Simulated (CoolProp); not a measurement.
A single-stage vapour-compression cycle with chloromethane (R40): evaporating at 260.15 K (dew point), condensing at 324.15 K (bubble point), superheat 0 K, subcooling 0 K, compressor efficiency 0.9, no pressure losses. Each further row changes one setting.

Computed with CoolProp (reference Helmholtz-energy equation of state, Thol 2014).

```
case                              cooling COP  pressure ratio  discharge temperature (K)  refrigerating effect (kJ/kg)  volumetric capacity (kJ/m³)
--------------------------------  -----------  --------------  -------------------------  ----------------------------  ---------------------------
as stated                                2.87            7.22                      398.3                           312                         1220
evaporating temperature 265.15 K         3.23            5.95                      390.0                           315                         1480
condensing temperature 319.15 K          3.18            6.38                      388.8                           321                         1260
subcooling 5 K                           2.95            7.22                      398.3                           321                         1260
superheat 10 K                           2.83            7.22                      411.0                           321                         1200
compressor efficiency 0.8                2.55            7.22                      411.1                           312                         1220
```
